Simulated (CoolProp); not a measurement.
Vapour-liquid equilibrium of C3F8 (R218) (1) + c-C4F8 (RC318) (2) at 8.08 bar; x and y are mole fractions of (1).

Model: multi-fluid Helmholtz-energy mixture model, Lemmon 2006 and Platzer 1990; pair parameters Bell 2016, in CoolProp. This equation is an older, rougher fit; its heat capacities, sound speeds and derivatives of the liquid may be far off and weren't checked against measurements.

```tsv
x	bubble temperature (°C)	y at the bubble point	dew temperature at overall composition x (°C)	liquid density (mol/L)
0.05	57.7	0.065	57.9	6.763
0.125	56.2	0.169	56.9	6.804
0.2	54.2	0.277	55.7	6.848
0.275	51.8	0.386	54.3	6.895
0.35	49.0	0.490	52.6	6.944
0.425	45.9	0.587	50.8	6.993
0.5	42.7	0.674	48.7	7.039
0.575	39.3	0.751	46.3	7.080
0.65	36.0	0.816	43.6	7.113
0.725	32.8	0.871	40.5	7.138
0.8	29.7	0.916	36.9	7.151
0.875	26.8	0.952	32.5	7.151
0.95	24.1	0.983	27.0	7.137
```

No azeotrope shows between x = 0.05 and 0.95.

The pair parameters rest on a limited set of measurements; away from them the model extrapolates.
